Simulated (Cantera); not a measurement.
A perfectly stirred reactor is fed with H2 : O2 : N2 = 0.42 : 1 : 16 (molar parts), at 97.5 Torr; it is held at 948 K, and followed from long to short residence time.

Model: the H2/O2 subset of GRI-Mech 3.0, which has no nitrogen chemistry, integrated in Cantera. Radical loss at walls, strong at low pressure, is not modelled. Below about 950 K walls govern HO2 and H2O2 in real vessels.

**Question.** Predict: x(H2) at τ = 2.10 s; x(O2) at τ = 2.10 s; x(H2O) at τ = 2.10 s; x(H2O2) at τ = 2.10 s; x(HO2) at τ = 2.10 s; x(H2) at τ = 36.0 ms; x(O2) at τ = 36.0 ms; x(H2O) at τ = 36.0 ms; x(H2O2) at τ = 36.0 ms; x(HO2) at τ = 36.0 ms.

**Answer.** 
| Quantity | Value |
|---|---|
| x(H2) at τ = 2.10 s | 0.000268 |
| x(O2) at τ = 2.10 s | 0.0460 |
| x(H2O) at τ = 2.10 s | 0.0241 |
| x(H2O2) at τ = 2.10 s | 1.56e-7 |
| x(HO2) at τ = 2.10 s | 2.19e-6 |
| x(H2) at τ = 36.0 ms | 0.00233 |
| x(O2) at τ = 36.0 ms | 0.0469 |
| x(H2O) at τ = 36.0 ms | 0.0218 |
| x(H2O2) at τ = 36.0 ms | 2.58e-7 |
| x(HO2) at τ = 36.0 ms | 4.55e-6 |
